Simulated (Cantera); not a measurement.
# Hydrocarbon pyrolysis for carbon deposition

An isothermal, constant-pressure homogeneous reactor starts with 11.5 % C₂H₆, 88.5 % H₂, at 1173 K and 760 Torr.

Detailed kinetics in Cantera: GRI-Mech 3.0 (53 species, 325 reactions). GRI-Mech 3.0 stops at C3 and has no aromatics, soot or wall deposition, so with more carbon than oxygen in the feed, carbon stays in small species such as C2H2 where larger ones or solid carbon would form.

| t (s) | x C₂H₆ | x H₂ | x C₂H₄ | x C₂H₂ | x CH₄ | x CH₂ | x C₂H |
|---|---|---|---|---|---|---|---|
| 4.00e-6 | 0.115 | 0.885 | 2.45e-8 | <1e-12 | 2.14e-7 | <1e-12 | <1e-12 |
| 1.19e-5 | 0.115 | 0.885 | 4.72e-7 | <1e-12 | 1.11e-6 | <1e-12 | <1e-12 |
| 3.56e-5 | 0.115 | 0.885 | 6.03e-6 | 2.57e-12 | 4.13e-6 | <1e-12 | <1e-12 |
| 0.000106 | 0.115 | 0.885 | 6.05e-5 | 2.07e-10 | 1.43e-5 | <1e-12 | <1e-12 |
| 0.000317 | 0.114 | 0.885 | 0.000528 | 1.48e-8 | 7.15e-5 | 1.31e-12 | <1e-12 |
| 0.000948 | 0.111 | 0.885 | 0.00338 | 6.21e-7 | 0.000531 | 5.44e-12 | <1e-12 |
| 0.00283 | 0.0995 | 0.885 | 0.0127 | 9.59e-6 | 0.00228 | 5.75e-12 | <1e-12 |
| 0.00844 | 0.0737 | 0.886 | 0.0339 | 8.47e-5 | 0.00658 | 4.76e-12 | <1e-12 |
| 0.0252 | 0.0368 | 0.885 | 0.0631 | 0.000495 | 0.0143 | 3.13e-12 | <1e-12 |
| 0.0752 | 0.0162 | 0.882 | 0.0759 | 0.00168 | 0.0241 | 2.03e-12 | <1e-12 |
| 0.224 | 0.0125 | 0.874 | 0.0699 | 0.00334 | 0.0407 | 2.19e-12 | <1e-12 |
| 0.670 | 0.00995 | 0.855 | 0.0567 | 0.00375 | 0.0743 | 2.55e-12 | <1e-12 |
| 2.00 | 0.00653 | 0.828 | 0.0383 | 0.00265 | 0.125 | 2.32e-12 | <1e-12 |
x: mole fraction; the columns are a selection and need not sum to one.

Equilibrium at this temperature and pressure: C₂H₆ 4.43e-5, H₂ 0.771, C₂H₄ 0.000269, C₂H₂ 1.86e-5, CH₄ 0.229, CH₂ <1e-12, C₂H <1e-12 (gas phase only).
